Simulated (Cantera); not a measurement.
## Adiabatic ignition

An adiabatic, constant-volume homogeneous reactor starts with CH4 : O2 : N2 = 1 : 0.75 : 9.88 (molar parts), equivalence ratio 2.7, at 1325 K and 5.00 bar.

Model: GRI-Mech 3.0 (53 species, 325 reactions), integrated in Cantera.

```json
[
 {"t (s)": "1.00e-5", "T (K)": "1325", "P (bar)": "5.00", "x CH4": "0.0860", "x O2": "0.0645", "x N2O": "<1e-12", "x NO": "<1e-12", "x C2H6": "1.95e-11"},
 {"t (s)": "3.84e-5", "T (K)": "1325", "P (bar)": "5.00", "x CH4": "0.0860", "x O2": "0.0645", "x N2O": "2.19e-12", "x NO": "<1e-12", "x C2H6": "1.56e-9"},
 {"t (s)": "0.000148", "T (K)": "1325", "P (bar)": "5.00", "x CH4": "0.0860", "x O2": "0.0645", "x N2O": "2.19e-11", "x NO": "<1e-12", "x C2H6": "2.08e-7"},
 {"t (s)": "0.000567", "T (K)": "1325", "P (bar)": "5.00", "x CH4": "0.0859", "x O2": "0.0645", "x N2O": "1.14e-10", "x NO": "<1e-12", "x C2H6": "9.47e-6"},
 {"t (s)": "0.00218", "T (K)": "1326", "P (bar)": "5.01", "x CH4": "0.0857", "x O2": "0.0643", "x N2O": "6.72e-10", "x NO": "<1e-12", "x C2H6": "7.65e-5"},
 {"t (s)": "0.00837", "T (K)": "1347", "P (bar)": "5.09", "x CH4": "0.0821", "x O2": "0.0621", "x N2O": "8.95e-9", "x NO": "1.22e-12", "x C2H6": "0.000769"},
 {"t (s)": "0.0321", "T (K)": "1831", "P (bar)": "7.44", "x CH4": "0.00357", "x O2": "1.71e-10", "x N2O": "2.01e-11", "x NO": "5.61e-8", "x C2H6": "1.12e-6"},
 {"t (s)": "0.123", "T (K)": "1817", "P (bar)": "7.50", "x CH4": "0.00223", "x O2": "7.16e-11", "x N2O": "1.23e-11", "x NO": "5.39e-8", "x C2H6": "3.39e-7"},
 {"t (s)": "0.474", "T (K)": "1804", "P (bar)": "7.52", "x CH4": "0.000790", "x O2": "3.61e-11", "x N2O": "8.42e-12", "x NO": "4.84e-8", "x C2H6": "3.68e-8"},
 {"t (s)": "1.82", "T (K)": "1798", "P (bar)": "7.51", "x CH4": "2.68e-5", "x O2": "2.88e-11", "x N2O": "7.47e-12", "x NO": "4.88e-8", "x C2H6": "4.16e-11"},
 {"t (s)": "7.00", "T (K)": "1798", "P (bar)": "7.51", "x CH4": "4.29e-8", "x O2": "2.87e-11", "x N2O": "7.46e-12", "x NO": "4.90e-8", "x C2H6": "<1e-12"}
]
```
x: mole fraction; the columns are a selection and need not sum to one.

* **time of steepest temperature rise**: 13.3 ms
* **temperature at 7.00 s**: 1798 K
* **equilibrium temperature**: 1798 K
* **x(CH4) at 7.00 s**: 4.29e-8 (gas-phase equilibrium 4.80e-8)
* **x(O2) at 7.00 s**: 2.87e-11 (gas-phase equilibrium 2.87e-11)
* **x(N2O) at 7.00 s**: 7.46e-12 (gas-phase equilibrium 7.43e-12)
